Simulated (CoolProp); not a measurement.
trans-2-butene at 488.94 K and 3.44 MPa is throttled through a valve to 2.33 MPa with no heat exchange. Each further row changes one setting.

The numbers come from the reference Helmholtz-energy equation of state, Lemmon 2005 in CoolProp. It is a short technical equation, of lower accuracy than the large ones.

| case | temperature change (K) | final density (kg/m³) |
|---|---|---|
| as stated | -8.4 | 38.5 |
| outlet pressure 0.699 MPa | -20.4 | 10.6 |
| outlet pressure 3.03 MPa | -3.1 | 52.1 |
